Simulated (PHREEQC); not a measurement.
Dissolve 0.0061 mol H3PO4 and 1.8 mol HNO3 per kg of water at 25 °C. Closed to the air; pH follows from the charge balance.

Equilibrium calculation in PHREEQC: ion-association model, wateq4f.dat.

```yaml
pH: -0.12
ionic_strength: 1.80 mol/kgw
activity_of_water: 0.939
total_alkalinity: -1810 meq/kg
```

```json
[
 {"species": "H+", "molality": "1.80", "activity": "1.31", "log γ": "-0.138"},
 {"species": "NO3-", "molality": "1.80", "activity": "0.913", "log γ": "-0.295"},
 {"species": "H3PO4", "molality": "0.00602", "activity": "0.00912", "log γ": "0.180"},
 {"species": "H2PO4-", "molality": "7.53e-5", "activity": "4.73e-5", "log γ": "-0.202"}
]
```

This is a speciation only: nothing precipitates in the calculation. Ionic strength above about 0.7 mol/kgw puts this run outside the model's range. H3PO4, which wateq4f.dat lacks, is added to it with the constant of phreeqc.dat.
